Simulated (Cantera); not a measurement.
An adiabatic, constant-pressure homogeneous reactor starts with 5.66 % CO, 4.47 % H₂, 0.679 % CH₄, 15.7 % O₂, 58.8 % N₂, 14.7 % H₂O, equivalence ratio 0.41, at 1225 K and 220000 Pa.

Model: GRI-Mech 3.0 (53 species, 325 reactions), integrated in Cantera.

Predict: time of steepest temperature rise; temperature at 2.00 s; equilibrium temperature; x(CO) at 2.00 s; x(H₂) at 2.00 s; x(NO) at 2.00 s; x(OH) at 2.00 s; x(NO₂) at 2.00 s; x(N₂O) at 2.00 s.


```json
{
  "time_of_steepest_temperature_rise": "98.6 µs",
  "temperature at 2.00 s": "2059 K",
  "equilibrium_temperature": "2058 K",
  "x(CO) at 2.00 s": "0.000312 (gas-phase equilibrium 0.000310)",
  "x(H₂) at 2.00 s": "0.000210 (gas-phase equilibrium 0.000209)",
  "x(NO) at 2.00 s": "0.00479 (gas-phase equilibrium 0.00531)",
  "x(OH) at 2.00 s": "0.00267 (gas-phase equilibrium 0.00266)",
  "x(NO₂) at 2.00 s": "7.46e-6 (gas-phase equilibrium 8.27e-6)",
  "x(N₂O) at 2.00 s": "3.90e-7 (gas-phase equilibrium 3.90e-7)"
}
```
